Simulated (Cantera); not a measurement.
Feed: 1 mol (CH3)2SiCl2, 0.0045 mol C3H8, 11 mol H2, held at 2173.15 K and 1.00 bar.

Equilibrium computed with Cantera from the NASA thermochemical tables; the gas is ideal and each condensed phase is pure. Candidate condensed phases: C, C6H6, C7H8, C8H18, Si, SiC; 109 gas species. The feed counts by its element totals alone. The tables' values for SiCl3, SiCl are old estimates; treat these amounts as uncertain. Gases not in the tables: Si2H6 and higher silanes. Rates play no part.

Base state: H2 0.864, HCl 0.125, H 0.00449, SiCl2 0.00354, C2H2 (acetylene) 0.00191, Cl 0.000474, CH4 0.000208, SiCl3 6.26e-5 (mole fractions); condensed: C(graphite) + SiC(s).

Q: What changes in the equilibrium state with this change: (CH3)2SiCl2 replaced by CH3SiCl3?

A: 
```csv
species,before,after
H2,0.864,0.790
HCl,0.125,0.193
SiCl2,0.00354,0.00926
SiCl3,6.26e-5,0.000265
SiHCl3,3.69e-6,1.49e-5
SiCl,5.19e-5,8.39e-5
"C(graphite), mol",1.01,0.0977
"SiC(s), mol",0.944,0.864
```

Q: What changes in the equilibrium state with this change: pressure from 1.00 bar to 1.33 mbar?

A: 
| species | before | after |
|---|---|---|
| H2 | 0.864 | 0.741 |
| H | 0.00449 | 0.114 |
| HCl | 0.125 | 0.103 |
| Si | 2.80e-5 | 0.0210 |
| Cl | 0.000474 | 0.0116 |
| CH4 | 0.000208 | 2.04e-7 |
| Si2C | 1.50e-6 | 0.00112 |
| C(graphite), mol | 1.01 | 1.37 |
| SiC(s), mol | 0.944 | 0.514 |
The tables' values for SiCl are old estimates; treat these amounts as uncertain.

Q: What changes in the equilibrium state with this change: temperature from 2173.15 K to 1723.15 K?

A: 
```json
[
 {"species": "H2", "before": "0.864", "after": "0.867"},
 {"species": "HCl", "before": "0.125", "after": "0.130"},
 {"species": "SiCl2", "before": "0.00354", "after": "0.00113"},
 {"species": "H", "before": "0.00449", "after": "0.000170"},
 {"species": "Si", "before": "2.80e-5", "after": "1.64e-8"},
 {"species": "SiH", "before": "1.21e-5", "after": "2.20e-8"},
 {"species": "C(graphite), mol", "before": "1.01", "after": "1.02"},
 {"species": "SiC(s), mol", "before": "0.944", "after": "0.980"}
]
```
The tables' values for SiCl3 are old estimates; treat these amounts as uncertain.
